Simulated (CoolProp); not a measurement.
Values from CoolProp's reference Helmholtz-energy equation of state, Bücker 2006.

For n-butane, give the phase and the viscosity (µPa s), Prandtl number at 460.8 K and 0.0616 MPa.


- 460.8 K and 0.0616 MPa: gas; viscosity 11.3, Prandtl number 0.741

Viscosity comes from a separate model (Vogel 1999). Thermal conductivity comes from a separate model (Perkins 2002).
